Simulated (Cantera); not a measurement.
Charge: 1 mol SiCl4, 6.2 mol NO, 100 mol N2, held at 852 °C and 0.0133 bar.

Method: chemical equilibrium by Gibbs-energy minimisation in Cantera with the NASA 1993 tables (ideal gas, pure condensed phases). Candidate condensed phases: Si, SiO2, Si2N2O, Si3N4; 23 gas species. The numbers say what is thermodynamically allowed, not how fast it happens.

Base state: N2 0.961, O2 0.0195, Cl2 0.0175, Cl 0.00235, NO 3.58e-5 (mole fractions); condensed: SiO2(β-quartz).

Problem. What changes in the equilibrium state with this change: 1.1 mol NH3 added?

Solution. 
```json
[
 {"species": "N2", "before": "0.961", "after": "0.947"},
 {"species": "HCl", "before": "0", "after": "0.0289"},
 {"species": "O2", "before": "0.0195", "after": "0.0189"},
 {"species": "Cl2", "before": "0.0175", "after": "0.00330"},
 {"species": "H2O", "before": "0", "after": "0.000616"},
 {"species": "Cl", "before": "0.00235", "after": "0.00102"},
 {"species": "NO", "before": "3.58e-5", "after": "3.49e-5"},
 {"species": "SiO2(β-quartz), mol", "before": "1.00", "after": "1.00"}
]
```
Further candidate phases: H2O, NH4Cl.
